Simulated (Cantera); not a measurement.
A perfectly stirred reactor is fed with C3H8 : H2 = 1 : 3.2 (molar parts), at 0.0800 bar; it is held at 1575 K, and followed from long to short residence time.

Model: GRI-Mech 3.0 (53 species, 325 reactions), integrated in Cantera. GRI-Mech 3.0 was tuned for natural gas; its chemistry of propane as a main component is partial and can be far from experiment. GRI-Mech 3.0 stops at C3 and has no aromatics, soot or wall deposition, so with more carbon than oxygen in the feed, carbon stays in small species such as C2H2 where larger ones or solid carbon would form.

Question: What does this change do: pressure from 0.0800 bar to 0.0120 bar?

Answer: 
| quantity | before | after |
|---|---|---|
| x(C3H8) at τ = 5.70 s | 6.27e-6 | 1.55e-5 |
| x(H2) at τ = 5.70 s | 0.764 | 0.765 |
| x(H) at τ = 5.70 s | 0.000169 | 0.000583 |
| x(C2H4) at τ = 5.70 s | 0.00190 | 0.000719 |
| x(CH3) at τ = 5.70 s | 0.000170 | 0.000563 |
| x(C3H8) at τ = 72.0 ms | 0.000320 | 0.000870 |
| x(H2) at τ = 72.0 ms | 0.716 | 0.700 |
| x(H) at τ = 72.0 ms | 0.000390 | 0.00106 |
| x(C2H4) at τ = 72.0 ms | 0.00913 | 0.0158 |
| x(CH3) at τ = 72.0 ms | 0.00115 | 0.00382 |
Radical loss at walls, strong at low pressure, is not modelled.

Question: What does this change do: temperature 1575 to 1725 K?

Answer: 
| quantity | before | after |
|---|---|---|
| x(C3H8) at τ = 5.70 s | 6.27e-6 | 1.31e-6 |
| x(H2) at τ = 5.70 s | 0.764 | 0.782 |
| x(H) at τ = 5.70 s | 0.000169 | 0.000624 |
| x(C2H4) at τ = 5.70 s | 0.00190 | 0.000549 |
| x(CH3) at τ = 5.70 s | 0.000170 | 0.000208 |
| x(C3H8) at τ = 72.0 ms | 0.000320 | 8.47e-5 |
| x(H2) at τ = 72.0 ms | 0.716 | 0.746 |
| x(H) at τ = 72.0 ms | 0.000390 | 0.000958 |
| x(C2H4) at τ = 72.0 ms | 0.00913 | 0.00238 |
| x(CH3) at τ = 72.0 ms | 0.00115 | 0.00161 |

Question: What does this change do: pressure from 0.0800 bar to 0.00890 bar?

Answer: 
```
quantity                  before     after
----------------------  --------  --------
x(C3H8) at τ = 5.70 s    6.27e-6   1.80e-5
x(H2) at τ = 5.70 s        0.764     0.764
x(H) at τ = 5.70 s      0.000169  0.000693
x(C2H4) at τ = 5.70 s    0.00190  0.000713
x(CH3) at τ = 5.70 s    0.000170  0.000679
x(C3H8) at τ = 72.0 ms  0.000320   0.00104
x(H2) at τ = 72.0 ms       0.716     0.697
x(H) at τ = 72.0 ms     0.000390   0.00121
x(C2H4) at τ = 72.0 ms   0.00913    0.0179
x(CH3) at τ = 72.0 ms    0.00115   0.00455
```
Radical loss at walls, strong at low pressure, is not modelled.
